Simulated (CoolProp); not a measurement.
C2F6 (R116) along the isotherm 55.75 °C: Z from the reference equation and from simpler models built on Tc = 19.9 °C, pc = 3048 kPa, ω = 0.257; each cubic takes its own stable root.

Computed with CoolProp (reference Helmholtz-energy equation of state, Lemmon 2006). It is a short technical equation, of lower accuracy than the large ones.

```csv
p (kPa),phase,reference,Redlich-Kwong,Soave-Redlich-Kwong
2030,gas,0.8359,0.8226,0.8367
4060,supercritical,0.6328,0.5996,0.6470
6100,supercritical,0.4661,0.4626,0.5169
8130,supercritical,0.4765,0.4940,0.5297
10200,supercritical,0.5351,0.5541,0.5826
12200,supercritical,0.6003,0.6176,0.6428
14200,supercritical,0.6676,0.6824,0.7055
16300,supercritical,0.7387,0.7504,0.7722
18300,supercritical,0.8062,0.8148,0.8356
20300,supercritical,0.8731,0.8787,0.8988
22300,supercritical,0.9395,0.9420,0.9615
24400,supercritical,1.009,1.008,1.027
26400,supercritical,1.074,1.070,1.089
28400,supercritical,1.138,1.132,1.150
30500,supercritical,1.206,1.196,1.214
```
